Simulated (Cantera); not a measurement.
Silicon carbide growth: CH3SiCl3 + HCl + H2

Charge: 1 mol CH3SiCl3, 2.1 mol HCl, 8.1 mol H2, at 0.0760 bar.

These are equilibrium values from Cantera (NASA tables, ideal gas, pure condensed phases), not measurements of a reactor. Candidate condensed phases: C, C6H6, C7H8, C8H18, Si, SiC; 109 gas species. The feed counts by its element totals alone. The tables' values for SiCl3, SiCl are old estimates; treat these amounts as uncertain. Gases not in the tables: Si2H6 and higher silanes. The numbers say what is thermodynamically allowed, not how fast it happens.

```csv
T (K),log p H2,log p HCl,log p SiCl2,log p H,log p Cl,log p SiCl4,log p C2H2 (acetylene),n C(graphite),n SiC(s)
1398,-1.32,-1.57,-3.67,-5.98,-6.32,-3.45,-6.93,0.128,0.870
1498,-1.32,-1.56,-3.43,-5.43,-5.75,-3.91,-6.38,0.110,0.889
1598,-1.32,-1.56,-3.24,-4.94,-5.27,-4.35,-5.89,0.127,0.872
1698,-1.32,-1.56,-3.08,-4.50,-4.85,-4.77,-5.46,0.161,0.837
1798,-1.32,-1.57,-2.95,-4.11,-4.48,-5.15,-5.08,0.205,0.792
1898,-1.32,-1.58,-2.84,-3.77,-4.15,-5.51,-4.74,0.253,0.740
1998,-1.32,-1.59,-2.76,-3.45,-3.86,-5.84,-4.44,0.304,0.683
2098,-1.32,-1.61,-2.68,-3.17,-3.60,-6.15,-4.16,0.353,0.622
2198,-1.32,-1.63,-2.62,-2.91,-3.36,-6.44,-3.91,0.400,0.555
2298,-1.32,-1.65,-2.57,-2.68,-3.15,-6.72,-3.69,0.450,0.468
```
log p: log10 of the partial pressure in bar; n: condensed amount in mol.

From 1398 K to 2298 K the condensed part is C(graphite) + SiC(s). The main Si-bearing gas is SiCl4 at 1398 K and SiCl2 at 2298 K. The share of Si in condensed phases is highest at 1498 K (88.9 %) and lowest at 2298 K (46.8 %).
